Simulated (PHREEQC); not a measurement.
Make-up at 20 °C: 0.047 mol CuSO4, 0.00016 mol ZnCl2 and 0.01 mol HCl per kg of water. Closed to the air; pH follows from the charge balance.

Computed with PHREEQC (ion-association model, phreeqc.dat).

No solid was allowed to form.

What pH, ionic strength, specific conductance does the model give?

pH 2.34; ionic strength 0.116 mol/kgw; specific conductance 6420 µS/cm.

In which forms is Zn present?

Zn+2 54 %, ZnSO4 37 %, Zn(SO4)2-2 7.8 % of the Zn.
